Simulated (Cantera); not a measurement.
Formation from one mole of Cl2

Cantera with NASA thermochemical tables; ideal gases at 1 bar, condensed phases pure. Values are per mole of reaction as written; species without (g) are pure solids or liquids, kept so even where they would boil at 1 bar.

0.6667 B + Cl2(g) ⇌ 0.6667 BCl3(g)

```
T (K)  ΔH° (kJ)  ΔS° (J/K)  ΔG° (kJ)  log10 K
-----  --------  ---------  --------  -------
600      -268.7      -33.6    -248.5    21.63
625      -268.7      -33.6    -247.7    20.70
650      -268.7      -33.7    -246.8    19.83
675      -268.7      -33.7    -246.0    19.04
700      -268.7      -33.7    -245.1    18.29
725      -268.7      -33.7    -244.3    17.60
750      -268.8      -33.7    -243.5    16.96
```

0.6667 Ti + Cl2(g) ⇌ 0.6667 TiCl3(g)

```
T (K)  ΔH° (kJ)  ΔS° (J/K)  ΔG° (kJ)  log10 K
-----  --------  ---------  --------  -------
600      -359.7      -32.8    -340.0    29.60
625      -359.7      -32.7    -339.2    28.35
650      -359.7      -32.7    -338.4    27.19
675      -359.7      -32.7    -337.6    26.12
700      -359.7      -32.7    -336.8    25.13
725      -359.7      -32.8    -336.0    24.20
750      -359.7      -32.8    -335.1    23.34
```

H2(g) + Cl2(g) ⇌ 2 HCl(g)

```tsv
T (K)	ΔH° (kJ)	ΔS° (J/K)	ΔG° (kJ)	log10 K
600	-186.5	15.7	-196.0	17.06
625	-186.7	15.5	-196.3	16.41
650	-186.8	15.2	-196.7	15.81
675	-187.0	15.0	-197.1	15.25
700	-187.2	14.7	-197.5	14.74
725	-187.3	14.5	-197.8	14.25
750	-187.5	14.3	-198.2	13.80
```

2 Cs + Cl2(g) ⇌ 2 CsCl

```csv
T (K),ΔH° (kJ),ΔS° (J/K),ΔG° (kJ),log10 K
600,-885.9,-196.6,-768.0,66.86
625,-885.4,-195.7,-763.1,63.77
650,-884.8,-194.8,-758.2,60.93
675,-884.2,-193.8,-753.3,58.30
700,-883.5,-192.9,-748.5,55.85
725,-882.8,-191.9,-743.7,53.58
750,-874.5,-180.7,-739.0,51.47
```
